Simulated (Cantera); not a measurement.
An isothermal, constant-pressure homogeneous reactor starts with 0.0939 % CO, 6.01 % O2, 0.0216 % H2O, 93.9 % N2, equivalence ratio 0.0078, at 1225 K and 0.138 atm.

Model: GRI-Mech 3.0 (53 species, 325 reactions), integrated in Cantera.

**Question.** Predict: x(CO) at 4.00 s; x(O2) at 4.00 s; x(H2O) at 4.00 s; x(H2) at 4.00 s; x(N2O) at 4.00 s; x(NO) at 4.00 s; x(OH) at 4.00 s.

**Answer.** 
| Quantity | Value |
|---|---|
| x(CO) at 4.00 s | 8.43e-7 (gas-phase equilibrium 3.21e-10) |
| x(O2) at 4.00 s | 0.0596 (gas-phase equilibrium 0.0596) |
| x(H2O) at 4.00 s | 0.000215 (gas-phase equilibrium 0.000216) |
| x(H2) at 4.00 s | 2.40e-9 (gas-phase equilibrium 5.03e-11) |
| x(N2O) at 4.00 s | 2.61e-7 (gas-phase equilibrium 3.89e-9) |
| x(NO) at 4.00 s | 1.17e-7 (gas-phase equilibrium 0.000138) |
| x(OH) at 4.00 s | 1.50e-6 (gas-phase equilibrium 2.32e-7) |
